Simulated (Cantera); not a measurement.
Feed: 1 mol Si3N4, 0.066 mol O2, 67 mol N2, held at 2000 K and 1.33 mbar.

Method: chemical equilibrium by Gibbs-energy minimisation in Cantera with the NASA 1993 tables (ideal gas, pure condensed phases). Candidate condensed phases: Si, SiO2, Si2N2O, Si3N4; 16 gas species. The tables' values for SiN are old estimates; treat these amounts as uncertain. Rates play no part.

Base state: N2 0.964, Si 0.0327, SiO 0.00185, Si2N 0.000400, Si2 0.000339, SiN 0.000305, Si3 7.26e-5 (mole fractions); condensed: Si(l).

Problem. What changes in the equilibrium state with this change: temperature from 2000 K to 1025 K?

Solution. 
| species | before | after |
|---|---|---|
| N2 | 0.964 | 1.00 |
| Si | 0.0327 | <1e-9 |
| SiO | 0.00185 | <1e-9 |
| Si2N | 0.000400 | <1e-9 |
| Si2 | 0.000339 | <1e-9 |
| SiN | 0.000305 | <1e-9 |
| Si(l), mol | 0.389 | 0 |
| Si2N2O(s), mol | 0 | 0.132 |
| Si3N4(s), mol | 0 | 0.912 |
Mutual solubility and eutectic melting of coexisting phases are not modelled.

Problem. What changes in the equilibrium state with this change: temperature from 2000 K to 1400 K?

Solution. 
```tsv
species	before	after
N2	0.964	1.000
SiO	0.00185	7.77e-6
Si	0.0327	1.63e-8
Si2N	0.000400	<1e-9
Si2	0.000339	<1e-9
SiN	0.000305	1.21e-9
Si(l), mol	0.389	0
Si2N2O(s), mol	0	0.131
Si3N4(s), mol	0	0.912
```
Mutual solubility and eutectic melting of coexisting phases are not modelled.
